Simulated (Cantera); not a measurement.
What does this Cantera script print?

```python
import numpy as np
import cantera as ct

gas_names = """
    C CH CH2 CH3 CH4 C2 C2H C2H2,acetylene C2H2,vinylidene C2H3,vinyl C2H4 C2H5 C2H6 C3 C3H3,propargyl
    C3H4,allene C3H4,propyne C3H4,cyclo- C3H5,allyl C3H6,propylene C3H6,cyclo- C3H7,n-propyl
    C3H7,i-propyl C3H8 C4 C4H2 C4H4,1,3-cyclo- C4H6,butadiene C4H6,2-butyne C4H6,cyclo- C4H8,1-butene
    C4H8,cis2-buten C4H8,tr2-butene C4H8,isobutene C4H8,cyclo- C4H9,n-butyl C4H9,i-butyl C4H9,s-butyl
    C4H9,t-butyl C4H10,isobutane C4H10,n-butane C5 C5H6,1,3cyclo- C5H8,cyclo- C5H10,1-pentene
    C5H10,cyclo- C5H11,pentyl C5H11,t-pentyl C5H12,n-pentane C5H12,i-pentane CH3C(CH3)2CH3 C6H2
    C6H5,phenyl C6H6 C6H10,cyclo- C6H12,1-hexene C6H12,cyclo- C6H13,n-hexyl C7H7,benzyl C7H8
    C7H14,1-heptene C7H15,n-heptyl C7H16,n-heptane C8H8,styrene C8H10,ethylbenz C8H16,1-octene
    C8H17,n-octyl C8H18,isooctane C8H18,n-octane C9H19,n-nonyl C10H8,naphthale C10H21,n-decyl
    C12H9,o-bipheny C12H10,bipheny H H2 Ta
""".split()
cond_names = """
    C(gr) C6H6(L) C7H8(L) C8H18(L),n-octa Ta(cr) Ta(L) TaC(s) TaC(L)
""".split()


def load(file, names, dense=False):
    # The tables refer to 1 bar. Condensed volumes are neglected.
    table = {s.name: s for s in ct.Species.list_from_file(file)}
    out = []
    for n in names:
        d = dict(table[n].input_data)
        d["thermo"] = dict(d["thermo"], **{"reference-pressure": 1e5})
        if dense:
            d["equation-of-state"] = {"model": "constant-volume", "density": "1e6 g/cm^3"}
        out.append(ct.Species.from_dict(d))
    return out


gas = ct.Solution(thermo="ideal-gas", species=load("nasa_gas.yaml", gas_names))
cond = {s.name: ct.Solution(thermo="fixed-stoichiometry", species=[s], name=s.name)
        for s in load("nasa_condensed.yaml", cond_names, dense=True)}
atoms = {
    'Ta': {'Ta': 1},
    'CH4': {'C': 1, 'H': 4},
}
top_T = {'C(gr)': 4500}  # K; cautious upper limits of use, not melting points


def equilibrate(T, P, feed):
    n = {}
    for name, mol in feed.items():
        for a, k in atoms[name].items():
            n[a] = n.get(a, 0.0) + k * mol
    gas.TPX = T, P, n
    mass = sum(n.values()) * gas.mean_molecular_weight
    gas.equilibrate("TP")
    valid = [c for c in cond.values() if c.min_temp <= T <= top_T.get(c.name, c.max_temp)]
    mix = ct.Mixture([(gas, mass / gas.mean_molecular_weight)] + [(c, 0.0) for c in valid])
    mix.T, mix.P = T, P
    mix.equilibrate("TP", solver="vcs", rtol=1e-11, max_steps=5000)
    return mix


results = []
T = 1498  # K
P = 133.322  # Pa
for m in [0.26, 0.33, 0.41, 0.52, 0.66, 0.84, 1.1, 1.3, 1.7, 2.2, 2.7, 3.4]:
    feed = {'Ta': 1, 'CH4': m}  # mol
    mix = equilibrate(T, P, feed)
    results.append((T, P, feed, dict(zip(mix.species_names, mix.species_moles))))

top = {s: max(r[3][s] / sum(r[3][g] for g in gas_names) for r in results) for s in gas_names}
cols = sorted((s for s in top if top[s] > 0.0001), key=lambda s: -top[s])[:8]
seen = [c for c in cond_names if any(r[3].get(c, 0) > 1e-12 for r in results)]
print("log10 of partial pressures in bar; condensed amounts in mol")
print(f"{'n(CH4)':>10s}" + "".join(f"{s[:9]:>10s}" for s in cols + seen))
for T, P, feed, n in results:
    ng = sum(n[g] for g in gas_names)
    print(f"{feed['CH4']:10.4g}" + "".join(f"{np.log10(max(n[s] / ng * P / 1e5, 1e-99)):10.3f}" for s in cols)
          + "".join(f"{n.get(c, 0):10.4g}" for c in seen))
```

Output:

```
log10 of partial pressures in bar; condensed amounts in mol
    n(CH4)        H2         H     C(gr)    Ta(cr)    TaC(s)
      0.26    -2.875    -6.203         0      0.74      0.26
      0.33    -2.875    -6.203         0      0.67      0.33
      0.41    -2.875    -6.203         0      0.59      0.41
      0.52    -2.875    -6.203         0      0.48      0.52
      0.66    -2.875    -6.203         0      0.34      0.66
      0.84    -2.875    -6.203         0      0.16      0.84
       1.1    -2.875    -6.203   0.09995         0         1
       1.3    -2.875    -6.203    0.2999         0         1
       1.7    -2.875    -6.203    0.6999         0         1
       2.2    -2.875    -6.203       1.2         0         1
       2.7    -2.875    -6.203       1.7         0         1
       3.4    -2.875    -6.203       2.4         0         1
```

These are equilibrium values from Cantera (NASA tables, ideal gas, pure condensed phases), not measurements of a reactor. Mutual solubility and eutectic melting of coexisting phases are not modelled. TaC: taken at fixed stoichiometry. Condensed phases not in the tables: Ta2C, N, O or C dissolved in the metal.
